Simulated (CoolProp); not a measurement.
R123 along the isobar 17.5 MPa: fugacity coefficient from the reference equation and from simpler models built on Tc = 456.8 K, pc = 3.662 MPa, ω = 0.282; each cubic takes its own stable root.

Values from CoolProp's reference Helmholtz-energy equation of state, Younglove 1994. It is a modified Benedict-Webb-Rubin equation, recast in Helmholtz form.

```
T (K)   phase  reference
-----  ------  ---------
202    liquid   4.401e-5
212.3  liquid  0.0001060
222.6  liquid  0.0002317
232.9  liquid  0.0004664
243.2  liquid  0.0008738
253.5  liquid   0.001539
263.8  liquid   0.002567
274.1  liquid   0.004083
284.4  liquid   0.006228
294.7  liquid   0.009154
305    liquid    0.01302
315.3  liquid    0.01797
```

Problem. How far does each simpler model (van der Waals, Redlich-Kwong, Soave-Redlich-Kwong) lie from the reference over these 12 states: mean and median of the absolute difference, and the worst?

Solution. 
- van der Waals: mean 5424.1 %, median 2087.3 %, worst +25394.2 % at 202 K and 17.5 MPa
- Redlich-Kwong: mean 192.7 %, median 170.7 %, worst +374.7 % at 202 K and 17.5 MPa
- Soave-Redlich-Kwong: mean 9.0 %, median 7.7 %, worst +15.2 % at 202 K and 17.5 MPa
